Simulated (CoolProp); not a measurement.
CH2F2 (R32) at 298.15 K and 1.04 MPa flows at 14 m/s in a round tube of 25 mm bore and 1.5 µm roughness, fully developed (64/Re and Nu = 3.66 if laminar; Colebrook and Gnielinski if turbulent). Each further row changes one setting.

Computed with CoolProp (reference Helmholtz-energy equation of state, Tillner-Roth 1997).

| case | Reynolds number | Darcy friction factor | pressure drop (Pa/m) | heat-transfer coefficient (W/(m² K)) | mass flow (kg/h) |
|---|---|---|---|---|---|
| as stated | 659000 | 0.0135 | (withheld) | 676 | (withheld) |
| velocity 28 m/s | 1320000 | 0.0125 | 4960 | 1250 | (withheld) |
| diameter 50 mm | 1320000 | (withheld) | 590 | 596 | (withheld) |

Q: Fill in the missing entries.

A: 
- as stated, pressure drop (Pa/m): 1340
- as stated, mass flow (kg/h): 628
- velocity 28 m/s, mass flow (kg/h): 1260
- diameter 50 mm, Darcy friction factor: 0.0119
- diameter 50 mm, mass flow (kg/h): 2510

Viscosity comes from a separate model (Bell 2016), an estimate that may be off by 10 % or more. Thermal conductivity comes from a separate model (Huber 2003), an estimate that may be off by 10 % or more.
